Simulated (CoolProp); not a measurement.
Saturation properties of CHF3 (R23).

Model: reference Helmholtz-energy equation of state, Penoncello 2003, in CoolProp.

```json
[
 {"T (K)": "141.5", "p (MPa)": "0.001704", "vapour Z": "0.9966", "surface tension (mN/m)": "26.4", "vapour viscosity (µPa s)": "6.70", "liquid conductivity (mW/(m K))": "202"},
 {"T (K)": "152.8", "p (MPa)": "0.005685", "vapour Z": "0.9929", "surface tension (mN/m)": "24.2", "vapour viscosity (µPa s)": "7.35", "liquid conductivity (mW/(m K))": "181"},
 {"T (K)": "164", "p (MPa)": "0.01553", "vapour Z": "0.9869", "surface tension (mN/m)": "22.0", "vapour viscosity (µPa s)": "7.98", "liquid conductivity (mW/(m K))": "164"},
 {"T (K)": "175.2", "p (MPa)": "0.03657", "vapour Z": "0.9776", "surface tension (mN/m)": "19.9", "vapour viscosity (µPa s)": "8.60", "liquid conductivity (mW/(m K))": "151"},
 {"T (K)": "186.4", "p (MPa)": "0.07645", "vapour Z": "0.9644", "surface tension (mN/m)": "17.8", "vapour viscosity (µPa s)": "9.21", "liquid conductivity (mW/(m K))": "139"},
 {"T (K)": "197.7", "p (MPa)": "0.1460", "vapour Z": "0.9462", "surface tension (mN/m)": "15.6", "vapour viscosity (µPa s)": "9.83", "liquid conductivity (mW/(m K))": "129"},
 {"T (K)": "208.9", "p (MPa)": "0.2563", "vapour Z": "0.9229", "surface tension (mN/m)": "13.5", "vapour viscosity (µPa s)": "10.4", "liquid conductivity (mW/(m K))": "121"},
 {"T (K)": "220.1", "p (MPa)": "0.4221", "vapour Z": "0.8936", "surface tension (mN/m)": "11.5", "vapour viscosity (µPa s)": "11.1", "liquid conductivity (mW/(m K))": "113"},
 {"T (K)": "231.3", "p (MPa)": "0.6593", "vapour Z": "0.8579", "surface tension (mN/m)": "9.48", "vapour viscosity (µPa s)": "11.7", "liquid conductivity (mW/(m K))": "105"},
 {"T (K)": "242.6", "p (MPa)": "0.9887", "vapour Z": "0.8146", "surface tension (mN/m)": "7.52", "vapour viscosity (µPa s)": "12.4", "liquid conductivity (mW/(m K))": "98.4"}
]
```

It boils at 191.1 K under 1 atm.

Viscosity comes from a separate model (Shan 2000). Thermal conductivity comes from a separate model (Shan 2000). Surface tension comes from a separate correlation (Mulero 2012).
